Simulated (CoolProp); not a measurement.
Properties of the fluoroketone C6F12O (FK-5-1-12) at several states.

The numbers come from the reference Helmholtz-energy equation of state, McLinden 2015 in CoolProp.

| T (°C) | p (MPa) | phase | speed of sound (m/s) | isothermal compressibility (1/MPa) | fugacity coefficient |
|---|---|---|---|---|---|
| 39.55 | 3.52 | liquid | 489.4 | 0.003268 | [?] |
| 168.95 | 1.65 | gas | [?] | [?] | [?] |
| -67.35 | 1.72 | liquid | [?] | 0.001014 | [?] |
| 120.25 | 0.133 | gas | [?] | 7.835 | 0.9622 |

Question: Complete the blanks.

Answer: 
- 39.55, fugacity coefficient: 0.02543
- 168.95, speed of sound (m/s): 59.88
- 168.95, isothermal compressibility (1/MPa): 1.532
- 168.95, fugacity coefficient: 0.7024
- -67.35, speed of sound (m/s): 813.5
- -67.35, fugacity coefficient: 5.257e-5
- 120.25, speed of sound (m/s): 99.38
